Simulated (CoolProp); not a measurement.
Carbon monoxide along the isobar 0.857 MPa: Z from the reference equation and from simpler models built on Tc = 132.9 K, pc = 3.498 MPa, ω = 0.050; each cubic takes its own stable root.

Computed with CoolProp (reference Helmholtz-energy equation of state, Lemmon 2006). It is a short technical equation, of lower accuracy than the large ones.

| T (K) | phase | reference | van der Waals | Soave-Redlich-Kwong |
|---|---|---|---|---|
| 92.7 | liquid | 0.04184 | 0.06126 | 0.04225 |
| 107 | gas | … | … | 0.8200 |
| 121.2 | gas | 0.8828 | … | 0.8809 |
| 135.4 | gas | … | 0.9261 | 0.9168 |
| 149.6 | gas | 0.9408 | 0.9433 | 0.9401 |
| 163.9 | gas | 0.9560 | 0.9556 | 0.9561 |
| 178.1 | gas | 0.9667 | 0.9646 | … |
| 192.3 | gas | 0.9745 | 0.9715 | … |
| 206.6 | gas | 0.9804 | 0.9768 | 0.9818 |
| 220.8 | gas | 0.9849 | 0.9810 | 0.9864 |
| 235 | gas | 0.9884 | 0.9843 | 0.9900 |
| 249.2 | gas | 0.9912 | 0.9871 | 0.9928 |
| 263.5 | gas | 0.9934 | 0.9893 | 0.9951 |
| 277.7 | gas | 0.9952 | 0.9911 | 0.9969 |
| 291.9 | gas | 0.9966 | 0.9927 | 0.9983 |
| 306.2 | gas | 0.9978 | 0.9940 | 0.9994 |

Task: Some entries are withheld; supply them.

Result: 
- 107, reference: 0.8172
- 107, van der Waals: 0.8612
- 121.2, van der Waals: 0.9008
- 135.4, reference: 0.9184
- 178.1, Soave-Redlich-Kwong: 0.9673
- 192.3, Soave-Redlich-Kwong: 0.9756
